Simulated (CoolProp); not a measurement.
Saturated liquid density (kg/m³) of sulfur hexafluoride: the reference equation beside estimates from Tc = 318.7 K, pc = 37.55 bar, ω = 0.210. Rackett uses Z = 0.29056 − 0.08775 ω.

Computed with CoolProp (reference Helmholtz-energy equation of state, Guder 2009).

| T (K) | reference | Rackett | Redlich-Kwong | Peng-Robinson |
|---|---|---|---|---|
| 247.4 | 1720 | 1777 | 1561 | 1838 |
| 250.7 | 1701 | 1757 | 1538 | 1813 |
| 253.9 | 1683 | 1737 | 1515 | 1787 |
| 257.2 | 1663 | 1715 | 1491 | 1760 |
| 260.5 | 1642 | 1694 | 1466 | 1732 |
| 263.8 | 1621 | 1671 | 1440 | 1702 |
| 267 | 1600 | 1649 | 1415 | 1673 |
| 270.3 | 1578 | 1626 | 1388 | 1641 |
| 273.6 | 1555 | 1601 | 1359 | 1608 |
| 276.9 | 1531 | 1576 | 1330 | 1573 |

Absolute difference from the reference over all 10 rows, mean and median: Rackett 3.1 and 3.1 %, Redlich-Kwong 11.0 and 10.9 %, Peng-Robinson 5.1 and 5.2 %.
